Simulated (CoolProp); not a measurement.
Vapour-liquid equilibrium of dimethyl ether (1) + ethanol (2) at 0.385 MPa; x and y are mole fractions of (1).

The numbers come from the multi-fluid Helmholtz-energy mixture model, Wu 2011 and Schroeder 2014; pair parameters Bell 2016 in CoolProp.

```csv
x,bubble temperature (°C),y at the bubble point,dew temperature at overall composition x (°C),liquid density (mol/L)
0.05,96.5,0.489,(withheld),15.45
0.2,(withheld),(withheld),109.5,16.03
0.35,36.6,0.969,103.3,(withheld)
0.5,27.3,0.984,95.9,15.93
0.65,21.5,(withheld),86.3,15.68
0.8,(withheld),0.995,72.6,15.36
0.95,12.6,0.999,44.4,14.98
```

Complete the blanks.


- 0.05, dew temperature at overall composition x (°C): 114.9
- 0.2, bubble temperature (°C): 54.8
- 0.2, y at the bubble point: 0.913
- 0.35, liquid density (mol/L): 16.08
- 0.65, y at the bubble point: 0.990
- 0.8, bubble temperature (°C): 17.0

No azeotrope shows between x = 0.05 and 0.95.

Pair parameters are fitted to limited data, so mixtures are less certain than the pure fluids.
